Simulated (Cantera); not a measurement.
Al2O3 + N2 (sublimation and decomposition of ceramics)

Feed: 1 mol Al2O3, 0.077 mol N2, held at 750 Torr.

These are equilibrium values from Cantera (NASA tables, ideal gas, pure condensed phases), not measurements of a reactor. Candidate condensed phases: Al, AlN, Al2O3; 16 gas species. Rates play no part.

```json
[
 {"T (K)": "1625", "log p N2": "0.00", "log p NO": "-10.34", "log p Al": "-10.53", "log p O": "<-12", "log p AlO": "<-12", "log p Al2O": "<-12", "n Al2O3(s)": "1.00", "n Al2O3(l)": "0"},
 {"T (K)": "1700", "log p N2": "0.00", "log p NO": "-9.61", "log p Al": "-9.79", "log p O": "-11.82", "log p AlO": "-11.86", "log p Al2O": "-11.74", "n Al2O3(s)": "1.00", "n Al2O3(l)": "0"},
 {"T (K)": "1775", "log p N2": "0.00", "log p NO": "-8.95", "log p Al": "-9.13", "log p O": "-10.94", "log p AlO": "-10.98", "log p Al2O": "-10.90", "n Al2O3(s)": "1.00", "n Al2O3(l)": "0"},
 {"T (K)": "1850", "log p N2": "0.00", "log p NO": "-8.33", "log p Al": "-8.52", "log p O": "-10.13", "log p AlO": "-10.18", "log p Al2O": "-10.13", "n Al2O3(s)": "1.00", "n Al2O3(l)": "0"},
 {"T (K)": "1925", "log p N2": "0.00", "log p NO": "-7.77", "log p Al": "-7.96", "log p O": "-9.38", "log p AlO": "-9.44", "log p Al2O": "-9.42", "n Al2O3(s)": "1.00", "n Al2O3(l)": "0"},
 {"T (K)": "2000", "log p N2": "0.00", "log p NO": "-7.24", "log p Al": "-7.44", "log p O": "-8.69", "log p AlO": "-8.76", "log p Al2O": "-8.77", "n Al2O3(s)": "1.00", "n Al2O3(l)": "0"},
 {"T (K)": "2075", "log p N2": "0.00", "log p NO": "-6.76", "log p Al": "-6.96", "log p O": "-8.05", "log p AlO": "-8.13", "log p Al2O": "-8.17", "n Al2O3(s)": "1.00", "n Al2O3(l)": "0"},
 {"T (K)": "2150", "log p N2": "0.00", "log p NO": "-6.31", "log p Al": "-6.51", "log p O": "-7.46", "log p AlO": "-7.54", "log p Al2O": "-7.62", "n Al2O3(s)": "1.00", "n Al2O3(l)": "0"},
 {"T (K)": "2225", "log p N2": "0.00", "log p NO": "-5.89", "log p Al": "-6.09", "log p O": "-6.91", "log p AlO": "-7.00", "log p Al2O": "-7.10", "n Al2O3(s)": "1.00", "n Al2O3(l)": "0"},
 {"T (K)": "2300", "log p N2": "0.00", "log p NO": "-5.50", "log p Al": "-5.71", "log p O": "-6.39", "log p AlO": "-6.49", "log p Al2O": "-6.61", "n Al2O3(s)": "1.00", "n Al2O3(l)": "0"},
 {"T (K)": "2375", "log p N2": "0.00", "log p NO": "-5.14", "log p Al": "-5.35", "log p O": "-5.92", "log p AlO": "-6.03", "log p Al2O": "-6.19", "n Al2O3(s)": "0", "n Al2O3(l)": "1.00"},
 {"T (K)": "2450", "log p N2": "0.00", "log p NO": "-4.82", "log p Al": "-5.02", "log p O": "-5.48", "log p AlO": "-5.61", "log p Al2O": "-5.81", "n Al2O3(s)": "0", "n Al2O3(l)": "1.000"},
 {"T (K)": "2525", "log p N2": "0.00", "log p NO": "-4.52", "log p Al": "-4.71", "log p O": "-5.07", "log p AlO": "-5.22", "log p Al2O": "-5.44", "n Al2O3(s)": "0", "n Al2O3(l)": "1.000"}
]
```
log p: log10 of the partial pressure in bar; n: condensed amount in mol.

From 1625 K to 2300 K the condensed part is Al2O3(s). From 2375 K to 2525 K the condensed part is Al2O3(l).
